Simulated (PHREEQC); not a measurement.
Consider water at 25 °C with 0.21 mol H2SO4, 0.00037 mol KNO3 and 0.0058 mol KH2PO4 per kg of water. It is in equilibrium with CO2 at log p = -3.5 (atm). Otherwise closed; pH follows from the charge balance.

Model: ion-association model, phreeqc.dat, run in PHREEQC.

| quantity | before | after |
|---|---|---|
| pH | 0.74 | 1.01 |
| ionic strength (mol/kgw) | 0.268 | 0.147 |
| HSO4- (mol/kgw) | 0.181 | 0.0841 |
| SO4-2 (mol/kgw) | 0.0285 | 0.0206 |
| K+ (mol/kgw) | 0.00588 | 0.00590 |
| H3PO4 (mol/kgw) | 0.00550 | 0.00530 |

Q: What was changed between the two runs?
A. KNO3 from 0.00037 to 0.000185 mol/kgw
B. H2SO4 from 0.21 to 0.105 mol/kgw
C. 0.26 mol/kgw K3PO4 added
D. H2SO4 from 0.21 to 0.042 mol/kgw

A: B, H2SO4 from 0.21 to 0.105 mol/kgw

This is a speciation only: nothing precipitates in the calculation.
